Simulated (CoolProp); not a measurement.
The fluid at 494.36 K and 3.22 MPa is throttled through a valve to 0.0651 MPa with no heat exchange. The same conditions are run with several fluids, on thermodynamics alone (safety and materials aside).

Model: reference Helmholtz-energy equation of state of each fluid (dimethyl carbonate: Zhou 2011; decamethylcyclopentasiloxane (D5): Thol 2019; decamethyltetrasiloxane (MD2M): Thol 2017; p-xylene: Zhou 2012; octamethyltrisiloxane (MDM): Thol 2017), in CoolProp.

```tsv
fluid	temperature change (K)	final phase	final density (kg/m³)
dimethyl carbonate	-144.4	two-phase, vapour fraction 0.805	2.56
decamethylcyclopentasiloxane (D5)	-28.3	___	13.5
decamethyltetrasiloxane (MD2M)	-44.1	___	8.25
p-xylene	-98.7	two-phase, vapour fraction 0.642	___
octamethyltrisiloxane (MDM)	-70.6	gas	4.59
```

Task: Fill in the missing entries.

Result: 
- decamethylcyclopentasiloxane (D5), final phase: two-phase, vapour fraction 0.490
- decamethyltetrasiloxane (MD2M), final phase: two-phase, vapour fraction 0.689
- p-xylene, final density (kg/m³): 3.38
